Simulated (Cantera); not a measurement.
# Equilibrium for silicon etching in halogen gases: Si + HCl + H2

A closed system holds: 1 mol Si, 1.7 mol HCl, 77 mol H2, at 9200 Pa.

Equilibrium computed with Cantera from the NASA thermochemical tables; the gas is ideal and each condensed phase is pure. Candidate condensed phases: Si; 19 gas species. The tables' values for SiCl3 are old estimates; treat these amounts as uncertain. Rates play no part.

| T (K) | x H2 | x HCl | x SiCl4 | x SiHCl3 | n Si(s) |
|---|---|---|---|---|---|
| 450 | 0.994 | 2.36e-7 | 0.00311 | 0.00305 | 0.512 |
| 550 | 0.994 | 8.07e-6 | 0.00316 | 0.00295 | 0.513 |
| 650 | 0.994 | 9.18e-5 | 0.00322 | 0.00283 | 0.516 |
| 750 | 0.993 | 0.000538 | 0.00320 | 0.00268 | 0.526 |
| 850 | 0.992 | 0.00203 | 0.00300 | 0.00243 | 0.560 |
| 950 | 0.990 | 0.00551 | 0.00241 | 0.00199 | 0.634 |
| 1050 | 0.986 | 0.0112 | 0.00138 | 0.00126 | 0.752 |
| 1150 | 0.982 | 0.0166 | 0.000414 | 0.000497 | 0.862 |
| 1250 | 0.980 | 0.0188 | 6.57e-5 | 0.000122 | 0.904 |
| 1350 | 0.980 | 0.0192 | 9.77e-6 | 2.86e-5 | 0.909 |
| 1450 | 0.980 | 0.0192 | 1.76e-6 | 7.77e-6 | 0.906 |
| 1550 | 0.980 | 0.0191 | 3.92e-7 | 2.48e-6 | 0.901 |
| 1650 | 0.979 | 0.0190 | 1.04e-7 | 9.05e-7 | 0.895 |
x: gas mole fraction; n: condensed amount in mol.

From 450 K to 1650 K the condensed part is Si(s). The main Si-bearing gas is SiCl4 at 450 K and SiCl2 at 1650 K. The share of Si in condensed phases is highest at 1350 K (90.9 %) and lowest at 450 K (51.2 %).
